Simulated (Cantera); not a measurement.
Thermodynamics of iron carbonyl, mercury and lead vapours, feed HgO + O2 + H2

A closed system holds: 1 mol HgO, 0.053 mol O2, 0.22 mol H2, at 0.615 Torr.

These are equilibrium values from Cantera (NASA tables, ideal gas, pure condensed phases), not measurements of a reactor. Candidate condensed phases: H2O, Hg, HgO; 10 gas species. Equilibrium is a limit: real reactors are often held back by kinetics, nucleation or transport.

At 450 K the condensed part is HgO(s). From 525 K to 1425 K nothing is condensed. The main Hg-bearing gas is Hg throughout.

```tsv
T (K)	x H2O	x Hg	x O2	x OH	x O	n HgO(s)
450	0.658	0.342	0.000274	<1e-12	<1e-12	0.886
525	0.132	0.601	0.266	<1e-12	<1e-12	0
600	0.132	0.601	0.266	1.89e-12	<1e-12	0
675	0.132	0.601	0.266	6.92e-11	<1e-12	0
750	0.132	0.601	0.266	1.24e-9	<1e-12	0
825	0.132	0.601	0.266	1.32e-8	4.53e-12	0
900	0.132	0.601	0.266	9.46e-8	9.70e-11	0
975	0.132	0.601	0.266	5.02e-7	1.30e-9	0
1050	0.132	0.601	0.266	2.10e-6	1.21e-8	0
1125	0.132	0.601	0.266	7.28e-6	8.32e-8	0
1200	0.132	0.601	0.266	2.16e-5	4.52e-7	0
1275	0.132	0.601	0.266	5.63e-5	2.01e-6	0
1350	0.132	0.601	0.266	0.000132	7.60e-6	0
1425	0.132	0.601	0.266	0.000284	2.50e-5	0
```
x: gas mole fraction; n: condensed amount in mol.
